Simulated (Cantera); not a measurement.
**Equilibrium for silicon oxide and oxynitride deposition: TEOS + O₂ + N₂**

Feed: 1 mol TEOS, 2.6 mol O₂, 9.8 mol N₂, held at 0.670 bar.

These are equilibrium values from Cantera (NASA tables, ideal gas, pure condensed phases), not measurements of a reactor. Candidate condensed phases: C, C₆H₆, C₇H₈, C₈H₁₈, H₂O, Si, SiC, SiO₂, Si₂N₂O, Si₃N₄; 151 gas species. The feed counts by its element totals alone. N₂ is the only nitrogen source here; it is nearly inert below about 1500 K, so the nitride shown seldom forms there in practice. Mutual solubility and eutectic melting of coexisting phases are not modelled. The tables hold silica as quartz up to 1696 K and as liquid above; real silica turns to tridymite and cristobalite and melts near 1996 K. The numbers say what is thermodynamically allowed, not how fast it happens.

```
T (°C)   x H₂   x N₂   x CO     x H₂O     x CO₂     x CH₄     x HCN     x SiO  n C(graphite)  n SiO₂(β-quartz)  n Si₂N₂O(s)
------  -----  -----  -----  --------  --------  --------  --------  --------  -------------  ----------------  -----------
802     0.361  0.369  0.252   0.00771   0.00578   0.00394   5.79e-6    <1e-12           1.05              1.00            0
852     0.365  0.366  0.260   0.00408   0.00264   0.00257   1.12e-5    <1e-12          0.911              1.00            0
902     0.367  0.365  0.263   0.00224   0.00126   0.00172   2.05e-5  2.36e-12          0.847              1.00            0
952     0.368  0.364  0.265   0.00128  0.000630   0.00119   3.58e-5  4.08e-11          0.818              1.00            0
1002    0.369  0.364  0.266  0.000765  0.000332  0.000844   5.96e-5  5.62e-10          0.805              1.00            0
1052    0.369  0.363  0.266  0.000474  0.000183  0.000613   9.55e-5   6.34e-9          0.799              1.00            0
1102    0.369  0.363  0.266  0.000303  0.000106  0.000455  0.000148   5.97e-8          0.795             1.000            0
1152    0.370  0.363  0.267  0.000200   6.35e-5  0.000345  0.000222   4.79e-7          0.792             1.000            0
1202    0.363  0.346  0.290  0.000163   5.24e-5  0.000229  0.000280   2.73e-6              0             0.472        0.264
1252    0.363  0.346  0.290  0.000181   5.38e-5  0.000113  0.000250   1.04e-5              0             0.469        0.265
1302    0.363  0.346  0.290  0.000200   5.51e-5   5.82e-5  0.000225   3.66e-5              0             0.467        0.266
```
x: gas mole fraction; n: condensed amount in mol.

From 802 °C to 1152 °C the condensed part is C(graphite) + SiO₂(β-quartz). From 1202 °C to 1302 °C the condensed part is SiO₂(β-quartz) + Si₂N₂O(s).
